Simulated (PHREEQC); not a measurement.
Model water analysis in mg/kgw, 25 °C, pH 6.25, pe -0.7:

| constituent | mg/kgw |
|---|---|
| Na | 0.0147 |
| K | 0.00638 |
| Ca | 0.0174 |
| Mg | 0.0067 |
| Cl | 0.0525 |
| S(6) as SO4 | 0.0161 |
| Alkalinity as HCO3 | 0.0234 |
| Sr | 5.9e-05 |
| Fe(2) | 3.41e-05 |
| Si as SiO2 | 0.000106 |
| F | 0.00103 |
| Zn | 0.00312 |
| Mn(2) | 0.00321 |

Na is adjusted to close the charge balance.
Valence states are taken as typed.

Equilibrium calculation in PHREEQC: ion-association model, wateq4f.dat.

```csv
quantity,before,after
ionic strength (mol/kgw),3.80e-6,3.42e-6
CO2 (mol/kgw),1.17e-6,2.01e-7
HCO3- (mol/kgw),9.29e-7,5.05e-7
ZnOH+ (mol/kgw),9.22e-11,2.90e-10
CO3-2 (mol/kgw),7.80e-11,1.34e-10
HF (mol/kgw),4.56e-11,1.44e-11
SI of Quartz (SiO2),-4.77,-4.77
SI of Zincite(c) (ZnO),-5.97,-4.97
```

Question: Which change was made?
A. pH from 6.25 to 6.75 at the same alkalinity
B. temperature from 25 to 75 °C at the same typed pH
C. Sr from 5.9e-05 to 2.95e-05 mg/kgw
D. all concentrations times 2 at the same typed pH

Answer: A, pH from 6.25 to 6.75 at the same alkalinity

Precipitation was switched off in this run. SiF6-2 is the database's only silicon fluoride. Fluoro complexes past AlF4- and FeF3 are missing from the database.
